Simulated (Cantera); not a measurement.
A Cantera script and what it prints.

```python
import numpy as np
import cantera as ct

gas_names = """
    N NO NO2 NO3 N2 N2O O O2 O3 S SN SO SO2 SO3 S2 S2O S8
""".split()
cond_names = """
    S(cr1) S(cr2) S(L)
""".split()


# ... load() reads the species with a 1 bar reference pressure and builds the phases ...
atoms = {
    'N2O': {'N': 2, 'O': 1},
    'SO2': {'S': 1, 'O': 2},
    'O2': {'O': 2},
}
top_T = {}  # K; cautious upper limits of use, not melting points


# ... equilibrate(T, P, feed) seeds the gas with the atoms and calls Mixture.equilibrate('TP', solver="vcs", rtol=1e-11, max_steps=5000) ...
results = []
feed = {'N2O': 1, 'SO2': 0.0077, 'O2': 0.59}  # mol
T = 3100  # K
P = 180  # Pa
mix = equilibrate(T, P, feed)
results.append((T, P, feed, dict(zip(mix.species_names, mix.species_moles))))
print(gas.report(threshold=0.001))
for i in range(1, mix.n_phases):
    print(f"{mix.phase(i).name:16s} {mix.phase_moles(i):12.5e} mol")
```

Output:

```
       temperature   3100 K
          pressure   180 Pa
           density   0.00014323 kg/m^3
  mean mol. weight   20.509 kg/kmol
   phase of matter   gas

                          1 kg             1 kmol
                     ---------------   ---------------
          enthalpy        1.1373e+07        2.3325e+08  J
   internal energy        1.0116e+07        2.0747e+08  J
           entropy             14211        2.9145e+05  J/K
    Gibbs function        -3.268e+07       -6.7024e+08  J
 heat capacity c_p            1310.9             26885  J/K
 heat capacity c_v            905.49             18571  J/K

                      mass frac. Y      mole frac. X     chem. pot. / RT
                     ---------------   ---------------   ---------------
                NO          0.018648          0.012746           -38.116
                N2           0.43302           0.31702           -35.972
                 O           0.49768           0.63798            -20.13
                O2            0.0459           0.02942            -40.26
                 S         0.0027433         0.0017549           -25.947
     [  +12 minor]         0.0020037         0.0010816

S(L)              0.00000e+00 mol
```

Equilibrium computed with Cantera from the NASA thermochemical tables; the gas is ideal and each condensed phase is pure.
